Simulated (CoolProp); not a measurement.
Properties of octamethylcyclotetrasiloxane (D4) along the isotherm 346.85 °C.

The numbers come from the reference Helmholtz-energy equation of state, Thol 2015 in CoolProp.

| p (kPa) | phase | cv (kJ/(kg K)) | speed of sound (m/s) | isothermal compressibility (1/MPa) | fugacity coefficient |
|---|---|---|---|---|---|
| 42.6 | gas | 2.012 | 131.6 | 23.69 | 0.9910 |
| 64.3 | gas | 2.012 | 131.0 | 15.77 | 0.9865 |
| 97 | gas | 2.013 | 130.1 | 10.53 | 0.9796 |
| 146 | gas | 2.014 | 128.7 | 7.075 | 0.9694 |
| 221 | gas | 2.016 | 126.6 | 4.760 | ? |
| 333 | gas | 2.018 | 123.2 | 3.252 | 0.9308 |
| 502 | gas | ? | 117.9 | 2.266 | 0.8964 |
| 758 | gas | ? | 109.3 | 1.640 | 0.8451 |
| 1140 | gas | 2.045 | 94.55 | 1.307 | 0.7702 |
| 1720 | supercritical | 2.078 | 68.64 | 1.400 | 0.6593 |
| 2600 | supercritical | 2.080 | 101.9 | 0.2925 | 0.5135 |
| 3920 | supercritical | 2.065 | 173.8 | 0.07575 | 0.4000 |
| 5920 | supercritical | 2.057 | 241.8 | 0.03430 | 0.3281 |
| 8930 | supercritical | 2.052 | 312.4 | 0.01874 | 0.2924 |
| 13500 | supercritical | 2.050 | 390.4 | 0.01113 | 0.2942 |

Problem. Complete the blanks.

Solution. 
- 221, fugacity coefficient: 0.9539
- 502, cv (kJ/(kg K)): 2.023
- 758, cv (kJ/(kg K)): 2.031
